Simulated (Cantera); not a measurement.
**Thermodynamics of aluminium nitride and oxide growth, feed Al + HCl + N2**

Charge: 1 mol Al, 9.2 mol HCl, 8.9 mol N2, equilibrated at 100 Torr.

These are equilibrium values from Cantera (NASA tables, ideal gas, pure condensed phases), not measurements of a reactor. Candidate condensed phases: Al, AlCl3, AlN, NH4Cl; 20 gas species. The tables' values for AlCl2 are old estimates; treat these amounts as uncertain. The numbers say what is thermodynamically allowed, not how fast it happens.

| T (K) | x N2 | x HCl | x H2 | x AlCl3 | x Al2Cl6 | x AlCl2 | x AlCl | x Cl |
|---|---|---|---|---|---|---|---|---|
| 698 | 0.510 | 0.356 | 0.0860 | 0.0389 | 0.00924 | 1.04e-12 | <1e-12 | <1e-12 |
| 798 | 0.506 | 0.353 | 0.0853 | 0.0542 | 0.00137 | 1.31e-10 | <1e-12 | 9.14e-12 |
| 898 | 0.506 | 0.352 | 0.0852 | 0.0564 | 0.000206 | 4.46e-9 | <1e-12 | 3.53e-10 |
| 998 | 0.506 | 0.352 | 0.0852 | 0.0567 | 4.39e-5 | 7.19e-8 | 1.27e-11 | 6.62e-9 |
| 1098 | 0.506 | 0.352 | 0.0852 | 0.0568 | 1.25e-5 | 6.91e-7 | 5.30e-10 | 7.33e-8 |
| 1198 | 0.506 | 0.352 | 0.0852 | 0.0568 | 4.48e-6 | 4.51e-6 | 1.17e-8 | 5.45e-7 |
| 1298 | 0.506 | 0.352 | 0.0852 | 0.0568 | 1.90e-6 | 2.19e-5 | 1.59e-7 | 2.99e-6 |
| 1398 | 0.506 | 0.352 | 0.0852 | 0.0567 | 9.18e-7 | 8.45e-5 | 1.48e-6 | 1.29e-5 |
| 1498 | 0.506 | 0.352 | 0.0851 | 0.0565 | 4.91e-7 | 0.000270 | 1.01e-5 | 4.59e-5 |
| 1598 | 0.505 | 0.353 | 0.0848 | 0.0560 | 2.83e-7 | 0.000738 | 5.36e-5 | 0.000140 |
| 1698 | 0.505 | 0.354 | 0.0841 | 0.0548 | 1.70e-7 | 0.00175 | 0.000227 | 0.000375 |
| 1798 | 0.504 | 0.355 | 0.0827 | 0.0522 | 1.03e-7 | 0.00364 | 0.000783 | 0.000913 |
| 1898 | 0.502 | 0.359 | 0.0799 | 0.0477 | 6.04e-8 | 0.00656 | 0.00219 | 0.00205 |
x: gas mole fraction; nothing condenses.

From 698 K to 1898 K nothing is condensed. The main Al-bearing gas is AlCl3 throughout.
